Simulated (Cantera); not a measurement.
# Roasting and sulfation: MgCO3 + SO3 + H2O

Input: 1 mol MgCO3, 1.9 mol SO3, 0.22 mol H2O, at 1800 Pa.

Equilibrium computed with Cantera from the NASA thermochemical tables; the gas is ideal and each condensed phase is pure. Candidate condensed phases: C, C6H6, C7H8, C8H18, H2O, H2SO4, Mg, MgCO3, MgO, Mg(OH)2, MgS, MgSO4, S; 130 gas species. Mutual solubility and eutectic melting of coexisting phases are not modelled. Rates play no part.

At 1073 K the condensed part is MgSO4(s). At 1123 K the condensed part is MgO(s) + MgSO4(s). From 1173 K to 1373 K the condensed part is MgO(s).

```tsv
T (K)	log p SO2	log p CO2	log p O2	log p H2O	log p SO3	n MgSO4(s)	n MgO(s)
1073	-2.22	-2.15	-2.52	-2.81	-3.56	1.00	0
1123	-2.18	-2.20	-2.48	-2.85	-3.71	0.823	0.177
1173	-2.08	-2.35	-2.38	-3.01	-3.77	0	1.00
1223	-2.08	-2.35	-2.38	-3.01	-3.94	0	1.00
1273	-2.08	-2.35	-2.38	-3.01	-4.10	0	1.00
1323	-2.08	-2.35	-2.38	-3.01	-4.25	0	1.00
1373	-2.08	-2.35	-2.38	-3.01	-4.39	0	1.00
```
log p: log10 of the partial pressure in bar; n: condensed amount in mol.
